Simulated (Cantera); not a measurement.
Diamond growth

A diamond (100) surface in a fixed gas of H2 with x(CH4) = 0.03, x(H) = 0.0027, x(CH3) = 0.00027, at 1248 K; coverages are run to steady state.

Computed with Cantera and the Harris–Goodwin 1993 mechanism for the reconstructed diamond (100) surface.

| P (Pa) | growth (µm/h) | θ c6HH | θ c6H* | θ c6*H | θ c6** | θ c6HM |
|---|---|---|---|---|---|---|
| 1400 | 0.425 | 0.420 | 0.0430 | 0.503 | 0.0324 | 0.000485 |
| 2300 | 0.804 | 0.419 | 0.0430 | 0.503 | 0.0324 | 0.000789 |
| 3700 | 1.53 | 0.419 | 0.0430 | 0.502 | 0.0323 | 0.00124 |
| 5800 | 2.93 | 0.419 | 0.0429 | 0.502 | 0.0323 | 0.00189 |
| 9200 | 5.86 | 0.418 | 0.0429 | 0.501 | 0.0322 | 0.00284 |
| 15000 | 12.5 | 0.417 | 0.0428 | 0.499 | 0.0322 | 0.00426 |
| 23000 | 24.2 | 0.416 | 0.0427 | 0.498 | 0.0321 | 0.00586 |
| 37000 | 49.8 | 0.415 | 0.0426 | 0.496 | 0.0320 | 0.00801 |
θ: site fractions in the mechanism's names (c6HH fully hydrogenated, c6H* and c6*H radical sites, c6** diradical, c6HM methylated).
